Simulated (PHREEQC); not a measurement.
Synthetic water in mg/L, 25 °C, pH 7, pe -0.7:

```csv
constituent,mg/L
Na,0.0782
K,0.162
Ca,0.0669
Mg,0.0185
Cl,0.0513
S(6) as SO4,0.139
Alkalinity as HCO3,0.478
Mn(2),0.0201
Zn,0.00696
Si as SiO2,0.000108
B,0.000908
Li,0.00241
F,2.58e-05
```

Cl is adjusted to close the charge balance.
Valence states are taken as typed.

Model: ion-association model, phreeqc.dat, run in PHREEQC.

```
quantity                       before    after
---------------------------  --------  -------
CaSO4 (mol/kgw)              4.12e-10  3.60e-9
SI of Rhodochrosite (MnCO3)     -3.75    -2.81
SI of Quartz (SiO2)             -4.77    -4.29
```

### Question
Name the change that produced these shifts.
(A) all concentrations times 3 at the same typed pH
(B) pH from 7 to 6.5 at the same alkalinity
(C) pH from 7 to 6 at the same alkalinity
(D) Na from 0.0782 to 0.156 mg/L
(E) temperature from 25 to 35 °C at the same typed pH

### Answer
A, all concentrations times 3 at the same typed pH

No solid was allowed to form. SiF6-2 is the database's only silicon fluoride. Real BF4- forms and hydrolyses slowly; the run takes it at equilibrium.
